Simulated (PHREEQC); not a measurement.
Na2SO4 is added in steps, without added water, to 1 kg of water holding 0.025 mol/kgw SrCl2 and 0.00015 mol/kgw CO2, at 25 °C. Oxygen alone is held at its pressure in air (log pO2 = -0.68). The system is closed to CO2. Solids allowed: Celestite, Strontianite, Halite, Mirabilite, Nahcolite, Natron. Others were left out.

Base run: PHREEQC, ion-association model, wateq4f.dat. Each further column changes one thing. The table gives Sr in solution (mol/kgw).

```json
[
 {"Na2SO4 added (mol)": "0", "base": "0.0250", "database phreeqc.dat": "0.0250", "database pitzer.dat": "0.0250", "all activity coefficients set to 1": "0.0250", "Davies equation for every ion": "0.0250"},
 {"Na2SO4 added (mol)": "0.015", "base": "0.0102", "database phreeqc.dat": "0.0102", "database pitzer.dat": "0.0102", "all activity coefficients set to 1": "0.0101", "Davies equation for every ion": "0.0102"},
 {"Na2SO4 added (mol)": "0.0225", "base": "0.00296", "database phreeqc.dat": "0.00294", "database pitzer.dat": "0.00295", "all activity coefficients set to 1": "0.00266", "Davies equation for every ion": "0.00299"},
 {"Na2SO4 added (mol)": "0.0375", "base": "0.000175", "database phreeqc.dat": "0.000165", "database pitzer.dat": "0.000167", "all activity coefficients set to 1": "7.08e-5", "Davies equation for every ion": "0.000183"},
 {"Na2SO4 added (mol)": "0.045", "base": "0.000139", "database phreeqc.dat": "0.000131", "database pitzer.dat": "0.000134", "all activity coefficients set to 1": "6.21e-5", "Davies equation for every ion": "0.000144"},
 {"Na2SO4 added (mol)": "0.06", "base": "0.000112", "database phreeqc.dat": "0.000105", "database pitzer.dat": "0.000110", "all activity coefficients set to 1": "5.58e-5", "Davies equation for every ion": "0.000114"},
 {"Na2SO4 added (mol)": "0.0675", "base": "0.000105", "database phreeqc.dat": "9.89e-5", "database pitzer.dat": "0.000105", "all activity coefficients set to 1": "5.43e-5", "Davies equation for every ion": "0.000106"},
 {"Na2SO4 added (mol)": "0.0825", "base": "9.62e-5", "database phreeqc.dat": "9.07e-5", "database pitzer.dat": "9.92e-5", "all activity coefficients set to 1": "5.24e-5", "Davies equation for every ion": "9.56e-5"},
 {"Na2SO4 added (mol)": "0.09", "base": "9.32e-5", "database phreeqc.dat": "8.78e-5", "database pitzer.dat": "9.75e-5", "all activity coefficients set to 1": "5.18e-5", "Davies equation for every ion": "9.18e-5"},
 {"Na2SO4 added (mol)": "0.105", "base": "8.86e-5", "database phreeqc.dat": "8.35e-5", "database pitzer.dat": "9.53e-5", "all activity coefficients set to 1": "5.09e-5", "Davies equation for every ion": "8.56e-5"},
 {"Na2SO4 added (mol)": "0.1125", "base": "8.67e-5", "database phreeqc.dat": "8.17e-5", "database pitzer.dat": "9.45e-5", "all activity coefficients set to 1": "5.06e-5", "Davies equation for every ion": "8.31e-5"},
 {"Na2SO4 added (mol)": "0.1275", "base": "8.37e-5", "database phreeqc.dat": "7.89e-5", "database pitzer.dat": "9.37e-5", "all activity coefficients set to 1": "5.01e-5", "Davies equation for every ion": "7.87e-5"},
 {"Na2SO4 added (mol)": "0.135", "base": "8.24e-5", "database phreeqc.dat": "7.76e-5", "database pitzer.dat": "9.34e-5", "all activity coefficients set to 1": "4.99e-5", "Davies equation for every ion": "7.69e-5"},
 {"Na2SO4 added (mol)": "0.15", "base": "8.01e-5", "database phreeqc.dat": "7.55e-5", "database pitzer.dat": "9.31e-5", "all activity coefficients set to 1": "4.95e-5", "Davies equation for every ion": "7.35e-5"}
]
```

 pitzer.dat has no redox and few complexes: it carries them in its interaction parameters. phreeqc.dat and wateq4f.dat share most of their constants, so their agreement is no independent check. Solids allowed in the column 'database phreeqc.dat': Strontianite, Celestite, Halite. Solids allowed in the column 'database pitzer.dat': Burkeite, Celestite, Halite, Mirabilite, Nahcolite, Natron, Thenardite, Trona.
